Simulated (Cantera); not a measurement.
## Al + CO₂ + CO (metals in furnace atmospheres)

Feed: 1 mol Al, 10 mol CO₂, 40 mol CO, at 1.00 bar.

Method: chemical equilibrium by Gibbs-energy minimisation in Cantera with the NASA 1993 tables (ideal gas, pure condensed phases). Candidate condensed phases: Al, Al₂O₃, C; 19 gas species. Equilibrium is a limit: real reactors are often held back by kinetics, nucleation or transport.

| T (K) | x CO | x CO₂ | n Al₂O₃(s) | n C(graphite) |
|---|---|---|---|---|
| 998 | 0.706 | 0.294 | 0.500 | 4.80 |
| 1073 | 0.830 | 0.170 | 0.500 | 0 |
| 1148 | 0.830 | 0.170 | 0.500 | 0 |
| 1223 | 0.830 | 0.170 | 0.500 | 0 |
| 1298 | 0.830 | 0.170 | 0.500 | 0 |
| 1373 | 0.830 | 0.170 | 0.500 | 0 |
| 1448 | 0.830 | 0.170 | 0.500 | 0 |
| 1523 | 0.830 | 0.170 | 0.500 | 0 |
| 1598 | 0.830 | 0.170 | 0.500 | 0 |
| 1673 | 0.830 | 0.170 | 0.500 | 0 |
x: gas mole fraction; n: condensed amount in mol.

At 998 K the condensed part is Al₂O₃(s) + C(graphite). From 1073 K to 1673 K the condensed part is Al₂O₃(s).
